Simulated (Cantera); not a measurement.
Standard-state values (1 bar) from the NASA 1993 polynomials, evaluated with Cantera. Values are per mole of reaction as written; species without (g) are pure solids or liquids, kept so even where they would boil at 1 bar.

Between 300 and 2325 K, where is each reaction favourable under standard conditions?
- NO(g) + 8 NbO2(g) + 3 OH(g) = NH3(g) + 4 Nb2O5


- NO(g) + 8 NbO2(g) + 3 OH(g) = NH3(g) + 4 Nb2O5: ΔG° is -5593 kJ at 300 K and -1696 kJ at 2325 K; it stays negative (K > 1). ΔH° is -5337 kJ and ΔS° -1566 J/K at 2325 K.
